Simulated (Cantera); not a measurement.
A perfectly stirred reactor is fed with 8.03 % H2, 14.6 % O2, 77.4 % N2, at 100.0 Torr; it is held at 900 K, and followed from long to short residence time.

Computed with Cantera and GRI-Mech 3.0 (53 species, 325 reactions). Radical loss at walls, strong at low pressure, is not modelled. Below about 950 K walls govern HO2 and H2O2 in real vessels. The temperature is held fixed by assumption; the heat of reaction is taken as removed at once.

x: mole fraction; the columns are a selection and need not sum to one.

```tsv
τ (s)	x H2	x O2	x NO	x H2O2	x H	x HO2
0.45	0.00278	0.111	6.51e-9	[?]	2.47e-5	1.29e-5
0.15	0.00456	0.112	1.20e-8	[?]	7.24e-5	1.54e-5
0.051	0.00743	0.113	2.12e-8	8.03e-7	0.000205	1.75e-5
0.017	0.0122	0.116	3.54e-8	7.51e-7	0.000573	1.90e-5
0.0058	0.0197	0.119	5.28e-8	7.26e-7	0.00147	1.98e-5
0.0020	0.0313	0.124	6.36e-8	[?]	0.00329	1.98e-5
0.00066	0.0499	0.133	4.25e-8	[?]	0.00529	1.86e-5
```

Task: What belongs in the gaps?

Result: 
- 0.45, x H2O2: 1.12e-6
- 0.15, x H2O2: 9.26e-7
- 0.0020, x H2O2: 6.59e-7
- 0.00066, x H2O2: 4.78e-7
